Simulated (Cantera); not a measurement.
Feed: 1 mol MgO, 3.9 mol CO, 0.19 mol H2, held at 1425 K and 0.100 bar.

These are equilibrium values from Cantera (NASA tables, ideal gas, pure condensed phases), not measurements of a reactor. Candidate condensed phases: C, C6H6, C7H8, C8H18, H2O, Mg, MgCO3, MgO, Mg(OH)2; 116 gas species. Kinetics and transport are ignored.

Base state: CO 0.953, H2 0.0464, CO2 0.000121, H2O 1.34e-5 (mole fractions); condensed: C(graphite) + MgO(s).

**Question.** What changes in the equilibrium state with this change: MgO replaced by SiO2?

**Answer.** 
```tsv
species	before	after
CO	0.953	0.953
H2	0.0464	0.0464
CO2	0.000121	0.000121
H2O	1.34e-5	1.34e-5
C(graphite), mol	0.000528	0.000522
MgO(s), mol	1.000	0
SiO2(β-quartz), mol	0	1.000
```
The tables hold silica as quartz up to 1696 K and as liquid above; real silica turns to tridymite and cristobalite and melts near 1996 K. Further candidate phases: Si, SiC, SiO2.
